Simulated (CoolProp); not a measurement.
Ethylbenzene at 553.57 K and 9.13 MPa is throttled through a valve to 6.28 MPa with no heat exchange. Each further row changes one setting.

Values from CoolProp's reference Helmholtz-energy equation of state, Zhou 2012.

```tsv
case	temperature change (K)	final density (kg/m³)
as stated	?	?
outlet pressure 1.88 MPa	-1.5	?
outlet pressure 8.16 MPa	-0.1	622
```

Complete the blanks.


- as stated, temperature change (K): -0.3
- as stated, final density (kg/m³): 613
- outlet pressure 1.88 MPa, final density (kg/m³): 585
